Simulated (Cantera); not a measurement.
An isothermal, constant-pressure homogeneous reactor starts with NO : N2 = 1 : 12 (molar parts), at 1900 K and 10.00 Torr.

Detailed kinetics in Cantera: GRI-Mech 3.0 (53 species, 325 reactions). Radical loss at walls, strong at low pressure, is not modelled.

**Question.** Predict: x(NO) at 100 s; x(O) at 100 s; x(N2O) at 100 s; x(NO2) at 100 s; x(N2) at 100 s.

**Answer.** 
| Quantity | Result |
|---|---|
| x(NO) at 100 s | 0.0391 (gas-phase equilibrium 0.00266) |
| x(O) at 100 s | 0.000365 (gas-phase equilibrium 0.000499) |
| x(N2O) at 100 s | 5.42e-7 (gas-phase equilibrium 1.93e-8) |
| x(NO2) at 100 s | 2.76e-6 (gas-phase equilibrium 2.65e-7) |
| x(N2) at 100 s | 0.942 (gas-phase equilibrium 0.960) |
